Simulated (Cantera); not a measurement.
A perfectly stirred reactor is fed with H2 : O2 : N2 = 1.8 : 1 : 0.77 (molar parts), equivalence ratio 0.90, at 0.170 bar; it is held at 1150 K, and followed from long to short residence time.

Model: the H2/O2 subset of GRI-Mech 3.0, which has no nitrogen chemistry, integrated in Cantera. The temperature is held fixed by assumption; the heat of reaction is taken as removed at once.

Q: What does this change do: pressure from 0.170 bar to 0.230 bar?

A: 
```
quantity                  before     after
----------------------  --------  --------
x(H2) at τ = 0.710 s     0.00157   0.00137
x(O2) at τ = 0.710 s      0.0381    0.0380
x(H) at τ = 0.710 s     0.000102   5.64e-5
x(H2O2) at τ = 0.710 s   2.30e-6   2.19e-6
x(O) at τ = 0.710 s      6.80e-5   4.07e-5
x(H2) at τ = 22.0 ms      0.0129    0.0111
x(O2) at τ = 22.0 ms      0.0435    0.0426
x(H) at τ = 22.0 ms      0.00278   0.00158
x(H2O2) at τ = 22.0 ms   4.65e-6   5.40e-6
x(O) at τ = 22.0 ms     0.000740  0.000482
```

Q: What does this change do: temperature 1150 to 750 K?

A: 
| quantity | before | after |
|---|---|---|
| x(H2) at τ = 0.710 s | 0.00157 | 0.504 |
| x(O2) at τ = 0.710 s | 0.0381 | 0.280 |
| x(H) at τ = 0.710 s | 0.000102 | <1e-12 |
| x(H2O2) at τ = 0.710 s | 2.30e-6 | 4.62e-9 |
| x(O) at τ = 0.710 s | 6.80e-5 | <1e-12 |
| x(H2) at τ = 22.0 ms | 0.0129 | 0.504 |
| x(O2) at τ = 22.0 ms | 0.0435 | 0.280 |
| x(H) at τ = 22.0 ms | 0.00278 | <1e-12 |
| x(H2O2) at τ = 22.0 ms | 4.65e-6 | 2.67e-12 |
| x(O) at τ = 22.0 ms | 0.000740 | <1e-12 |
Below about 950 K walls govern HO2 and H2O2 in real vessels.
